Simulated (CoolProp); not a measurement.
Vapour-liquid equilibrium of ethylbenzene (1) + m-xylene (2) at 366.4 K; x and y are mole fractions of (1).

The numbers come from the multi-fluid Helmholtz-energy mixture model, Zhou 2012 and Zhou 2012; pair parameters Bell 2016 in CoolProp.

Q: Give the bubble pressure and the first vapour's composition at x = 0.45, 0.55, 0.85. Is there an azeotrope?

A: x = 0.45: 0.02597 MPa, y = 0.475; x = 0.55: 0.02623 MPa, y = 0.573; x = 0.85: 0.02692 MPa, y = 0.860. No azeotrope shows between x = 0.05 and 0.95.

Pair parameters are fitted to limited data, so mixtures are less certain than the pure fluids.
